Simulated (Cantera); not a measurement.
An adiabatic, constant-pressure homogeneous reactor starts with CO : H2 : CH4 : O2 : N2 = 1 : 0.14 : 0.12 : 0.736 : 2.77 (molar parts), equivalence ratio 1.1, at 1075 K and 1000000 Pa. Integrator tolerance rtol = 1e-08.

Detailed kinetics in Cantera: GRI-Mech 3.0 (53 species, 325 reactions).

Task: What does this change do: H2 0.14 to 0.046 parts?

Result: 
```csv
quantity,before,after
time of steepest temperature rise,0.821 ms,1.38 ms
temperature at 1.00 s,2783 K,2766 K
equilibrium temperature,2783 K,2766 K
x(CO) at 1.00 s,0.0706 (gas-phase equilibrium 0.0706),0.0612 (gas-phase equilibrium 0.0612)
x(H2) at 1.00 s,0.00428 (gas-phase equilibrium 0.00428),0.00266 (gas-phase equilibrium 0.00266)
x(CH4) at 1.00 s,<1e-12 (gas-phase equilibrium <1e-12),<1e-12 (gas-phase equilibrium <1e-12)
x(HCN) at 1.00 s,4.16e-9 (gas-phase equilibrium 4.16e-9),2.33e-9 (gas-phase equilibrium 2.33e-9)
x(HO2) at 1.00 s,5.64e-6 (gas-phase equilibrium 5.64e-6),5.91e-6 (gas-phase equilibrium 5.91e-6)
x(NO) at 1.00 s,0.00826 (gas-phase equilibrium 0.00826),0.00938 (gas-phase equilibrium 0.00938)
x(CO2) at 1.00 s,0.185 (gas-phase equilibrium 0.185),0.199 (gas-phase equilibrium 0.199)
```

Task: What does this change do: initial temperature 1075 to 1175 K?

Result: 
```csv
quantity,before,after
time of steepest temperature rise,0.821 ms,0.173 ms
temperature at 1.00 s,2783 K,2822 K
equilibrium temperature,2783 K,2822 K
x(CO) at 1.00 s,0.0706 (gas-phase equilibrium 0.0706),0.0757 (gas-phase equilibrium 0.0757)
x(H2) at 1.00 s,0.00428 (gas-phase equilibrium 0.00428),0.00460 (gas-phase equilibrium 0.00460)
x(CH4) at 1.00 s,<1e-12 (gas-phase equilibrium <1e-12),<1e-12 (gas-phase equilibrium <1e-12)
x(HCN) at 1.00 s,4.16e-9 (gas-phase equilibrium 4.16e-9),5.06e-9 (gas-phase equilibrium 5.06e-9)
x(HO2) at 1.00 s,5.64e-6 (gas-phase equilibrium 5.64e-6),6.68e-6 (gas-phase equilibrium 6.68e-6)
x(NO) at 1.00 s,0.00826 (gas-phase equilibrium 0.00826),0.00928 (gas-phase equilibrium 0.00928)
x(CO2) at 1.00 s,0.185 (gas-phase equilibrium 0.185),0.179 (gas-phase equilibrium 0.179)
```
